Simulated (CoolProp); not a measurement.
A single-stage vapour-compression cycle with the fluid: evaporating at 195.15 K (dew point), condensing at 216.15 K (bubble point), superheat 2 K, subcooling 8 K, compressor efficiency 0.7, no pressure losses. The same conditions are run with several fluids, on thermodynamics alone (safety and materials aside).

The numbers come from the reference Helmholtz-energy equation of state of each fluid (ethylene: Smukala 2000; propylene: Lemmon 2013; R125: Lemmon 2005; fluoroethane (R161): Wu 2012; C2F6 (R116): Lemmon 2006; hydrogen chloride: Thol 2018) in CoolProp.

| fluid | cooling COP | pressure ratio | discharge temperature (K) | refrigerating effect (kJ/kg) | volumetric capacity (kJ/m³) |
|---|---|---|---|---|---|
| ethylene | 6.01 | … | … | 411 | 2840 |
| propylene | 6.23 | 3.26 | 254.1 | … | 229 |
| R125 | 6.31 | 3.60 | … | … | 220 |
| fluoroethane (R161) | 6.15 | 3.76 | 266.0 | 443 | 131 |
| C2F6 (R116) | … | 2.73 | 227.1 | 106 | 947 |
| hydrogen chloride | 5.93 | 2.68 | 284.8 | 416 | 1420 |

Task: Some entries are withheld; supply them.

Result: 
- ethylene, pressure ratio: 2.26
- ethylene, discharge temperature (K): 252.9
- propylene, refrigerating effect (kJ/kg): 445
- R125, discharge temperature (K): 238.7
- R125, refrigerating effect (kJ/kg): 167
- C2F6 (R116), cooling COP: 6.27
